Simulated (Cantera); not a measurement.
Input: 1 mol MgO, 1.3 mol SO3, 6.6 mol H2O, held at 1100 K and 100000 Pa.

Equilibrium computed with Cantera from the NASA thermochemical tables; the gas is ideal and each condensed phase is pure. Candidate condensed phases: H2O, H2SO4, Mg, MgO, Mg(OH)2, MgS, MgSO4, S; 26 gas species. Equilibrium is a limit: real reactors are often held back by kinetics, nucleation or transport.

Base state: H2O 0.938, SO2 0.0392, O2 0.0196, SO3 0.00342 (mole fractions); condensed: MgSO4(s).

What changes in the equilibrium state with this change: MgO replaced by FeS2?


| species | before | after |
|---|---|---|
| H2O | 0.938 | 0.738 |
| SO2 | 0.0392 | 0.229 |
| H2S | <1e-9 | 0.0174 |
| O2 | 0.0196 | <1e-9 |
| S2 | <1e-9 | 0.0116 |
| S2O | <1e-9 | 0.000947 |
| H2 | 8.83e-9 | 0.00317 |
| SO3 | 0.00342 | 4.37e-8 |
| SO | <1e-9 | 3.92e-5 |
| MgSO4(s), mol | 1.00 | 0 |
| FeS(s), mol | 0 | 0.937 |
| Fe3O4(s), mol | 0 | 0.0212 |
Mutual solubility and eutectic melting of coexisting phases are not modelled. FeS: taken at fixed stoichiometry. Gases not in the tables: S3 to S7. Further candidate phases: Fe, FeO, Fe(OH)2, Fe(OH)3, FeS, FeSO4, FeS2, Fe2O3, Fe2(SO4)3, Fe3O4.
